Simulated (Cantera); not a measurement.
Charge: 1 mol MgCO3, 0.47 mol H2, 6.6 mol CO2, at 1548 K and 7.20 Torr.

Equilibrium computed with Cantera from the NASA thermochemical tables; the gas is ideal and each condensed phase is pure. Candidate condensed phases: C, C6H6, C7H8, C8H18, H2O, Mg, MgCO3, MgO, Mg(OH)2; 116 gas species. Rates play no part.

### Question
What is the equilibrium state?

### Answer
| Quantity | Result |
|---|---|
| x(CO2) | 0.885 |
| x(CO) | 0.0569 |
| x(H2O) | 0.0569 |
| x(H2) | 0.00131 |
| x(OH) | 1.65e-5 |
| x(H) | 1.14e-5 |
| x(O2) | 2.43e-6 |
| n(MgO(s)) | 1.00 mol |
| gas amount | 8.070 mol |
| log10 activity of C(graphite) (absent) | -7.81 |
| log10 activity of Mg(l) (absent) | -10.69 |
